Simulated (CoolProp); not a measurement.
Vapour-liquid equilibrium of hydrogen chloride (1) + n-butane (2) at 261.2 K; x and y are mole fractions of (1).

Computed with CoolProp (multi-fluid Helmholtz-energy mixture model, Thol 2018 and Bücker 2006; pair parameters Bell 2016).

```
x     bubble pressure, mixture model (MPa)  bubble pressure, Raoult's law (MPa)  y, mixture model  y, Raoult's law
----  ------------------------------------  -----------------------------------  ----------------  ---------------
0.05                                0.2200                               0.1544             0.708            0.605
0.15                                0.5227                               0.3350             0.879            0.837
0.25                                0.7823                               0.5156               ___            0.907
0.35                                0.9848                               0.6962             0.939            0.940
0.45                                 1.137                               0.8768             0.949            0.960
0.55                                 1.256                                1.057               ___            0.973
0.65                                 1.362                                1.238               ___            0.982
0.75                                 1.475                                1.419             0.970            0.989
0.85                                   ___                                1.599             0.979            0.994
0.95                                   ___                                1.780             0.992            0.998
```

Question: Complete the blanks.

Answer: 
- 0.25, y, mixture model: 0.921
- 0.55, y, mixture model: 0.956
- 0.65, y, mixture model: 0.963
- 0.85, bubble pressure, mixture model (MPa): 1.608
- 0.95, bubble pressure, mixture model (MPa): 1.774

The largest gap from Raoult's law is +56.0 % in bubble pressure, at x = 0.15. No azeotrope shows between x = 0.05 and 0.95.

The pair parameters rest on a limited set of measurements; away from them the model extrapolates. With so large a gap from Raoult's law the liquid may split in two, which this calculation doesn't test in full.
